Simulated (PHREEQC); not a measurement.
H3BO3 is added in steps, without added water, to 1 kg of water holding 0.24 mol/kgw HF and 0.00046 mol/kgw Na2SO4, at 20 °C. O2 is buffered at 0.21 atm. CO2 from the air is kept out. No solid was allowed to form.

Base run: PHREEQC, ion-association model, phreeqc.dat. Each further column changes one thing. The table gives HF (mol/kgw).

```tsv
H3BO3 added (mol)	base	database wateq4f.dat	metal-ligand complexes left out	Davies equation for every ion	Debye-Hückel limiting law
0	0.213	0.125	0.213	0.212	0.212
0.024	0.135	___	0.135	0.135	0.134
0.06	0.0111	0.0109	0.0111	0.0111	0.0109
0.096	0.00565	0.00561	0.00565	0.00560	0.00548
0.12	0.00499	___	0.00499	0.00493	0.00483
0.144	0.00459	0.00455	0.00459	0.00454	0.00444
0.18	0.00419	___	0.00419	0.00415	0.00406
0.216	0.00392	0.00389	0.00392	0.00388	0.00380
0.24	0.00378	0.00376	0.00378	0.00374	0.00366
```

Question: Fill in the missing entries.

Answer: 
- 0.024, database wateq4f.dat: 0.0890
- 0.12, database wateq4f.dat: 0.00495
- 0.18, database wateq4f.dat: 0.00416

Real BF4- forms and hydrolyses slowly; the run takes it at equilibrium. wateq4f.dat counts part of the HF as a dimer, H2F2, which phreeqc.dat doesn't know; its constant is uncertain. phreeqc.dat and wateq4f.dat share most of their constants, so their agreement is no independent check. Solids allowed in the column 'database wateq4f.dat': Mirabilite.
